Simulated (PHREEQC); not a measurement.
Dissolve 0.11 mol KOH, 0.072 mol BaCl2 and 6.2e-05 mol H4SiO4 per kg of water at 30 °C. Closed to the air; pH follows from the charge balance.

All values are PHREEQC results (ion-association model, phreeqc.dat), not measurements.

Question: The ionic strength comes out as 0.318 mol/kgw. What activity coefficients do Ba+2, BaOH+, Cl-, H3SiO4-, H2SiO4-2 get?

Answer: Ba+2 0.24, BaOH+ 0.71, Cl- 0.68, H3SiO4- 0.68, H2SiO4-2 0.26.

No solid was allowed to form.
